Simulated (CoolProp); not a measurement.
Values from CoolProp's reference Helmholtz-energy equation of state, Lemmon 2006. It is a short technical equation, of lower accuracy than the large ones.

**Question.** For nitrous oxide, give the phase and the cp (kJ/(kg K)), cv (kJ/(kg K)), Joule-Thomson coefficient (K/MPa) at 293 K and 0.104 MPa; 392.7 K and 26.5 MPa; 366.6 K and 0.0621 MPa.

**Answer.** 
- 293 K and 0.104 MPa: gas; cp 0.878, cv 0.685, Joule-Thomson coefficient 11.3
- 392.7 K and 26.5 MPa: supercritical; cp 2.00, cv 0.912, Joule-Thomson coefficient 1.42
- 366.6 K and 0.0621 MPa: gas; cp 0.943, cv 0.753, Joule-Thomson coefficient 6.82
